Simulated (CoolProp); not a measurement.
C2F6 (R116) at several states: density (kg/m³) from the reference equation and from simpler models built on Tc = 293.0 K, pc = 3048 kPa, ω = 0.257; each cubic takes its own stable root.

Computed with CoolProp (reference Helmholtz-energy equation of state, Lemmon 2006). It is a short technical equation, of lower accuracy than the large ones.

```
T (K)  p (kPa)          phase  reference
-----  -------  -------------  ---------
276.4     21.4            gas      1.289
208       8300         liquid       1588
401.1     3860  supercritical      183.2
233.5     26.3            gas      1.881
```

Question: How far does each simpler model (van der Waals, Redlich-Kwong, Soave-Redlich-Kwong, Peng-Robinson) lie from the reference over these 4 states: mean and median of the absolute difference, and the worst?

Answer: 
- van der Waals: mean 10.2 %, median 3.5 %, worst -33.4 % at 208 K and 8300 kPa
- Redlich-Kwong: mean 2.6 %, median 2.2 %, worst -6.1 % at 208 K and 8300 kPa
- Soave-Redlich-Kwong: mean 1.1 %, median 0.6 %, worst -3.4 % at 208 K and 8300 kPa
- Peng-Robinson: mean 2.7 %, median 1.0 %, worst +8.8 % at 208 K and 8300 kPa
